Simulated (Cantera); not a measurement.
Charge: 1 mol toluene, 0.015 mol NH₃, 1.1 mol N₂, at 2577 °C and 0.100 bar.

Equilibrium computed with Cantera from the NASA thermochemical tables; the gas is ideal and each condensed phase is pure. Candidate condensed phases: C, C₆H₆, C₇H₈, C₈H₁₈; 92 gas species. Rates play no part.

Base state: H₂ 0.534, H 0.225, N₂ 0.164, HCN 0.0450, C₂H₂ (acetylene) 0.0210, HNC 0.00750, CN 0.00168, C₂H 0.00121 (mole fractions); condensed: C(graphite).

### Question
What changes in the equilibrium state with this change: pressure from 0.100 bar to 4.60 mbar?

### Answer
```tsv
species	before	after
H	0.225	0.623
H₂	0.534	0.189
N₂	0.164	0.127
C₃	0.000578	0.0126
C₂H₂ (acetylene)	0.0210	0.00742
HCN	0.0450	0.0235
CH₃	1.82e-5	8.22e-7
C	0.000113	0.00245
C₄	1.24e-6	2.71e-5
C₂	5.70e-5	0.00124
C(graphite), mol	6.41	6.23
```
